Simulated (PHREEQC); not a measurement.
A solution holds 0.081 mol/kgw NH4HF2, 0.002 mol/kgw H2SiF6 and 0.012 mol/kgw H3PO4, at 25 °C. Closed to the air; pH follows from the charge balance.

Computed with PHREEQC (ion-association model, wateq4f.dat).

This is a speciation only: nothing precipitates in the calculation.

### Question
Order these F species by the share of F that they hold, largest first: F-, HF2-, HF, H2F2, SiF6-2.

### Answer
HF (35 %), F- (31 %), HF2- (15 %), H2F2 (12 %), SiF6-2 (6.9 %)

The pH is 3.00 and the ionic strength 0.0842 mol/kgw. Complexes and solids missing from the database can't appear. wateq4f.dat counts part of the HF as a dimer, H2F2, which phreeqc.dat doesn't know; its constant is uncertain. H3PO4, which wateq4f.dat lacks, is added to it with the constant of phreeqc.dat. SiF6-2 is the database's only silicon fluoride.
